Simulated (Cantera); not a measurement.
An isothermal, constant-pressure homogeneous reactor starts with H2 : O2 = 0.03 : 1 (molar parts), at 1425 K and 100 Pa. Integrator tolerance rtol = 1e-08.

Detailed kinetics in Cantera: GRI-Mech 3.0 (53 species, 325 reactions). Radical loss at walls, strong at low pressure, is not modelled.

```
quantity                                             before                                      after
-----------------  ----------------------------------------  -----------------------------------------
x(H2) at 20.0 s    0.000169 (gas-phase equilibrium 6.27e-7)   1.22e-5 (gas-phase equilibrium 1.74e-11)
x(O2) at 20.0 s         0.956 (gas-phase equilibrium 0.970)        0.970 (gas-phase equilibrium 0.970)
x(O) at 20.0 s       0.0125 (gas-phase equilibrium 4.35e-5)  0.000650 (gas-phase equilibrium 9.96e-10)
x(OH) at 20.0 s    0.00288 (gas-phase equilibrium 0.000177)   0.000149 (gas-phase equilibrium 1.85e-7)
x(H) at 20.0 s     0.000814 (gas-phase equilibrium 1.72e-7)     3.88e-5 (gas-phase equilibrium <1e-12)
x(H2O2) at 20.0 s  1.80e-9 (gas-phase equilibrium 1.21e-10)   3.26e-9 (gas-phase equilibrium 1.32e-12)
```

### Question
Which change was made?
A) pressure from 100 Pa to 1330 Pa
B) H2 0.03 to 0.0043 parts
C) temperature 1425 to 950 K
D) O2 1 to 4.1 parts

### Answer
C, temperature 1425 to 950 K
